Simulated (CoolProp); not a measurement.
Vapour-liquid equilibrium of n-butane (1) + cis-2-butene (2) at 0.465 MPa; x and y are mole fractions of (1).

The numbers come from the multi-fluid Helmholtz-energy mixture model, Bücker 2006 and Lemmon 2005; pair parameters Bell 2016 in CoolProp.

```
x     bubble temperature (K)  y at the bubble point  dew temperature at overall composition x (K)  liquid density (mol/L)
----  ----------------------  ---------------------  --------------------------------------------  ----------------------
0.05              (withheld)                  0.058                                    (withheld)              (withheld)
0.2                    323.4                  0.221                                         323.5                   10.17
0.35                   322.6                  0.374                                         322.7                   10.01
0.5                    322.0                  0.521                                         322.1                   9.861
0.65                   321.5                  0.665                                         321.6                   9.714
0.8                    321.1                  0.809                                         321.2                   9.570
0.95                   320.8                  0.952                                         320.8                   9.430
```

Q: Some entries are withheld; supply them.

A: 
- 0.05, bubble temperature (K): 324.3
- 0.05, dew temperature at overall composition x (K): 324.4
- 0.05, liquid density (mol/L): 10.33

No azeotrope shows between x = 0.05 and 0.95.

The pair parameters rest on a limited set of measurements; away from them the model extrapolates.
